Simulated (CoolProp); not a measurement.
Vapour-liquid equilibrium of propane (1) + dimethyl ether (2) at 0.0694 MPa; x and y are mole fractions of (1).

The numbers come from the multi-fluid Helmholtz-energy mixture model, Lemmon 2009 and Wu 2011; pair parameters Bell 2016 in CoolProp.

```
x     bubble temperature, mixture model (°C)  bubble temperature, Raoult's law (°C)  y, mixture model  y, Raoult's law
----  --------------------------------------  -------------------------------------  ----------------  ---------------
0.05                                   -36.3                                  -34.3             0.179            0.102
0.15                                   -40.8                                  -36.6             0.399            0.278
0.25                                   -43.6                                  -38.6             0.526            0.425
0.35                                   -45.5                                  -40.5             0.610            0.547
0.45                                   -46.9                                  -42.3             0.672            0.651
0.55                                   -48.0                                  -44.0             0.724            0.738
0.65                                   -48.8                                  -45.6             0.773            0.812
0.75                                   -49.4                                  -47.0             0.824            0.876
0.85                                   -49.9                                  -48.4             0.883            0.931
0.95                                   -50.3                                  -49.7             0.955            0.979
```

The largest gap from Raoult's law is -5.0 K in bubble temperature, at x = 0.35. No azeotrope shows between x = 0.05 and 0.95.

The pair parameters rest on a limited set of measurements; away from them the model extrapolates.
